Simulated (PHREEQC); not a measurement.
A solution holds 0.63 mol LiBr and 0.13 mol Na2SO4 per kg of water, at 25 °C. Closed to the air; pH follows from the charge balance.

The numbers come from PHREEQC with the Pitzer model, pitzer.dat.

Problem. The ionic strength comes out as 1.02 mol/kgw. What activity coefficients do Li+, Br-, Na+, SO4-2 get?

Solution. Li+ 0.85, Br- 0.61, Na+ 0.74, SO4-2 0.076. Single-ion values are on the MacInnes scale.

Precipitation was switched off in this run. Complexes and solids missing from the database can't appear.
